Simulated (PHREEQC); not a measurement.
Consider water at 20 °C with 0.02 mol HF and 0.0042 mol NaF per kg of water. Closed to the air; pH follows from the charge balance.

Model: ion-association model, phreeqc.dat, run in PHREEQC.

Precipitation was switched off in this run.

Problem. Order these F species by the share of F that they hold, largest first: F-, HF, HF2-.

Solution. HF (71 %), F- (26 %), HF2- (3.2 %)

The pH is 2.65 and the ionic strength 0.00658 mol/kgw.
